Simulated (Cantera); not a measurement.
Input: 1 mol V₂O₃, 1800 mol H₂, 0.092 mol H₂O, equilibrated at 898 K and 7.50 Torr.

Method: chemical equilibrium by Gibbs-energy minimisation in Cantera with the NASA 1993 tables (ideal gas, pure condensed phases). Candidate condensed phases: H₂O, V, VO, V₂O₃, V₂O₄, V₂O₅; 12 gas species. Condensed phases not in the tables: the oxides between V₂O₃ and V₂O₅ other than VO₂. Equilibrium is a limit: real reactors are often held back by kinetics, nucleation or transport.

Base state: H₂ 1.000, H₂O 5.11e-5 (mole fractions); condensed: V₂O₃(s).

**Question.** What changes in the equilibrium state with this change: temperature from 898 K to 1525 K?

**Answer.** 
| species | before | after |
|---|---|---|
| H₂ | 1.000 | 0.999 |
| H₂O | 5.11e-5 | 0.000607 |
| H | 1.09e-9 | 0.000236 |
| V₂O₃(s), mol | 1.00 | 0 |
| VO(s), mol | 0 | 2.00 |
VO: taken at fixed stoichiometry.
